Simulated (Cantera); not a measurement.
A jet of 3.23 % CH₄, 19.6 % O₂, 77.2 % N₂, equivalence ratio 0.33 at 300 K and 25000 Pa hits a platinum plate 6.1 cm away at a mass flux of 0.03 kg/m²/s; the plate temperature is set and raised in steps from an oxygen-covered start.

Detailed kinetics in Cantera: Deutschmann's 1995 Pt surface mechanism with GRI-Mech 3.0 gas chemistry. Catalytic surfaces can have several steady states; this one follows from the mechanism file's or the stated starting coverage.

x: mole fraction at the wall; θ: surface coverage.

```json
[
 {"plate T (K)": "950", "wall x CH₄": "0.0111", "wall x O₂": "0.150", "wall x H₂O": "0.0395", "wall x OH": "8.02e-8", "wall x CO": "___", "wall x CO₂": "0.0259", "θ free Pt": "0.192", "θ O*": "0.805", "θ OH*": "0.00212"},
 {"plate T (K)": "1000", "wall x CH₄": "0.00718", "wall x O₂": "0.142", "wall x H₂O": "0.0466", "wall x OH": "2.15e-7", "wall x CO": "___", "wall x CO₂": "0.0306", "θ free Pt": "0.253", "θ O*": "0.745", "θ OH*": "0.00211"},
 {"plate T (K)": "1050", "wall x CH₄": "0.00486", "wall x O₂": "0.137", "wall x H₂O": "0.0507", "wall x OH": "5.12e-7", "wall x CO": "___", "wall x CO₂": "0.0333", "θ free Pt": "0.315", "θ O*": "0.683", "θ OH*": "0.00199"},
 {"plate T (K)": "1100", "wall x CH₄": "0.00287", "wall x O₂": "0.134", "wall x H₂O": "0.0539", "wall x OH": "1.20e-6", "wall x CO": "___", "wall x CO₂": "0.0351", "θ free Pt": "0.378", "θ O*": "0.620", "θ OH*": "0.00184"},
 {"plate T (K)": "1150", "wall x CH₄": "0.00165", "wall x O₂": "0.131", "wall x H₂O": "0.0563", "wall x OH": "2.38e-6", "wall x CO": "___", "wall x CO₂": "0.0365", "θ free Pt": "0.439", "θ O*": "0.559", "θ OH*": "0.00167"}
]
```

### Question
Fill in the missing entries.

### Answer

- 950, wall x CO: 4.80e-6
- 1000, wall x CO: 4.17e-6
- 1050, wall x CO: 3.71e-6
- 1100, wall x CO: 6.89e-6
- 1150, wall x CO: 8.98e-6
